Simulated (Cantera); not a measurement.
## Equilibrium for boron, boron nitride and boron oxide: BF3 + O2 + H2

Charge: 1 mol BF3, 9.3 mol O2, a varied amount of H2, at 1325 K and 0.0270 bar.

Equilibrium computed with Cantera from the NASA thermochemical tables; the gas is ideal and each condensed phase is pure. Candidate condensed phases: B, B2O3, B3O3H3, H2O; 43 gas species. Gases not in the tables: H3BO3. The numbers say what is thermodynamically allowed, not how fast it happens.

From 0.81 mol H2 to 1.4 mol H2 nothing is condensed. From 2.4 mol H2 to 22 mol H2 the condensed part is B2O3(l). From 38 mol H2 to 200 mol H2 nothing is condensed.

| n(H2) (mol) | log p H2 | log p O2 | log p H2O | log p HF | log p BF3 | log p BOF | log p HBO2 | n B2O3(l) |
|---|---|---|---|---|---|---|---|---|
| 0.81 | -9.25 | -1.67 | -3.21 | -2.58 | -2.94 | -3.02 | -4.15 | 0 |
| 1.4 | -8.83 | -1.70 | -2.81 | -2.49 | -3.11 | -2.97 | -3.80 | 0 |
| 2.4 | -8.49 | -1.74 | -2.49 | -2.40 | -3.30 | -3.03 | -3.63 | 0.0737 |
| 4.2 | -8.16 | -1.83 | -2.21 | -2.35 | -3.57 | -3.12 | -3.49 | 0.142 |
| 7.3 | -7.84 | -1.98 | -1.96 | -2.34 | -3.93 | -3.24 | -3.36 | 0.173 |
| 13 | -7.44 | -2.37 | -1.75 | -2.39 | -4.39 | -3.39 | -3.26 | 0.152 |
| 22 | -2.41 | -12.35 | -1.72 | -2.52 | -4.82 | -3.53 | -3.24 | 0.0810 |
| 38 | -1.88 | <-13 | -1.94 | -2.75 | -5.19 | -3.67 | -3.37 | 0 |
| 66 | -1.73 | <-13 | -2.17 | -2.98 | -5.64 | -3.89 | -3.59 | 0 |
| 110 | -1.66 | <-13 | -2.39 | -3.19 | -6.06 | -4.10 | -3.80 | 0 |
| 200 | -1.62 | <-13 | -2.65 | -3.45 | -6.57 | -4.35 | -4.05 | 0 |
log p: log10 of the partial pressure in bar; n: condensed amount in mol.
